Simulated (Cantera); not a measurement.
An isothermal, constant-pressure homogeneous reactor starts with NO : N₂ = 1 : 11 (molar parts), at 1950 K and 41.3 Torr. Integrator tolerance rtol = 1e-08.

Detailed kinetics in Cantera: GRI-Mech 3.0 (53 species, 325 reactions).

Question: What does this change do: temperature 1950 to 1625 K?

Answer: 
| quantity | before | after |
|---|---|---|
| x(NO) at 10.0 s | 0.0651 (gas-phase equilibrium 0.00321) | 0.0830 (gas-phase equilibrium 0.00105) |
| x(O₂) at 10.0 s | 0.00899 (gas-phase equilibrium 0.0399) | 0.000168 (gas-phase equilibrium 0.0411) |
| x(NO₂) at 10.0 s | 6.10e-6 (gas-phase equilibrium 6.15e-7) | 4.29e-6 (gas-phase equilibrium 4.12e-7) |
| x(N₂) at 10.0 s | 0.926 (gas-phase equilibrium 0.957) | 0.917 (gas-phase equilibrium 0.958) |
| x(N₂O) at 10.0 s | 1.76e-6 (gas-phase equilibrium 4.68e-8) | 2.45e-6 (gas-phase equilibrium 1.62e-8) |
| x(O) at 10.0 s | 0.000198 (gas-phase equilibrium 0.000387) | 2.60e-6 (gas-phase equilibrium 1.69e-5) |
